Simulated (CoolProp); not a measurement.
Values from CoolProp's reference Helmholtz-energy equation of state, Colonna 2008. It is a short technical equation, of lower accuracy than the large ones.

Q: For dodecamethylcyclohexasiloxane (D6), give the phase and the Z, speed of sound (m/s), expansivity (1/kK) at 541 K and 1.2 bar; 541 K and 3.2 bar.

A: 
- 541 K and 1.2 bar: gas; Z 0.901, speed of sound 90.9, expansivity 2.57
- 541 K and 3.2 bar: liquid; Z 0.0471, speed of sound 280, expansivity 2.43
